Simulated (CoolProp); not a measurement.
CH3F (R41) at 298.15 K and 2.11 MPa is throttled through a valve to 0.0499 MPa with no heat exchange. Each further row changes one setting.

Values from CoolProp's reference Helmholtz-energy equation of state, Lemmon 2006. It is a short technical equation, of lower accuracy than the large ones.

| case | temperature change (K) | final density (kg/m³) |
|---|---|---|
| as stated | -44.8 | 0.812 |
| outlet pressure 0.015 MPa | -45.9 | 0.244 |
| outlet pressure 0.0649 MPa | -44.4 | 1.06 |
